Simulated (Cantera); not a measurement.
Cantera with NASA thermochemical tables; ideal gases at 1 bar, condensed phases pure. Values are per mole of reaction as written; species without (g) are pure solids or liquids, kept so even where they would boil at 1 bar.

2 BN + 3 H2O2(g) → N2(g) + 2 HBO2(g) + 2 H2O(g)

```
T (K)  ΔH° (kJ)  ΔS° (J/K)  ΔG° (kJ)  log10 K
-----  --------  ---------  --------  -------
300      -694.1      315.7    -788.8   137.35
1048     -705.5      302.1   -1022.1    50.94
1248     -711.3      297.0   -1082.0    45.28
1448     -717.1      292.7   -1140.9    41.16
1648          ?          ?         ?        ?
1848     -728.7      285.6   -1256.5    35.52
2048     -734.3      282.8   -1313.4    33.50
2248          ?          ?         ?        ?
2448     -745.1      278.0   -1425.5    30.42
2648     -750.1      276.0   -1480.9    29.21
2848     -755.0      274.2   -1535.9    28.17
```

**Question.** Complete the blanks.

**Answer.** 
- 1648, ΔH° (kJ): -722.9
- 1648, ΔS° (J/K): 288.9
- 1648, ΔG° (kJ): -1199.1
- 1648, log10 K: 38.01
- 2248, ΔH° (kJ): -739.8
- 2248, ΔS° (J/K): 280.2
- 2248, ΔG° (kJ): -1369.7
- 2248, log10 K: 31.83
